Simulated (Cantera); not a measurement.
A perfectly stirred reactor is fed with CO : H₂ : O₂ : N₂ : CO₂ = 1 : 1.5 : 0.962 : 10.6 : 1.9 (molar parts), equivalence ratio 1.3, at 4.93 atm; it is adiabatic with a 573 K inlet, and is followed from long to short residence time, starting on the burning branch (τ in s: 0.022, 0.012, 0.0063, 0.0034, 0.0019, 0.001, 0.00054, 0.00029, 0.00016, 8.6e-05, 4.7e-05).

Detailed kinetics in Cantera: GRI-Mech 3.0 (53 species, 325 reactions). The hydrogen kinetics of GRI-Mech 3.0 are dated; newer H2 mechanisms differ, most at raised pressure.

**Question.** Predict: blow-out, bracketed by the residence times tried; x(CO) at τ = 22.0 ms; x(H₂) at τ = 22.0 ms; x(O₂) at τ = 22.0 ms; x(CO₂) at τ = 22.0 ms; x(O) at τ = 22.0 ms; x(CO) at τ = 1.00 ms; x(H₂) at τ = 1.00 ms; x(O₂) at τ = 1.00 ms; x(CO₂) at τ = 1.00 ms; x(O) at τ = 1.00 ms.

**Answer.** 
* **blow-out, bracketed by the residence times tried**: burning at 0.160 ms, out at 86.0 µs
* **x(CO) at τ = 22.0 ms**: 0.0314
* **x(H₂) at τ = 22.0 ms**: 0.00745
* **x(O₂) at τ = 22.0 ms**: 0.000282
* **x(CO₂) at τ = 22.0 ms**: 0.162
* **x(O) at τ = 22.0 ms**: 7.74e-6
* **x(CO) at τ = 1.00 ms**: 0.0335
* **x(H₂) at τ = 1.00 ms**: 0.00836
* **x(O₂) at τ = 1.00 ms**: 0.00197
* **x(CO₂) at τ = 1.00 ms**: 0.159
* **x(O) at τ = 1.00 ms**: 0.000112
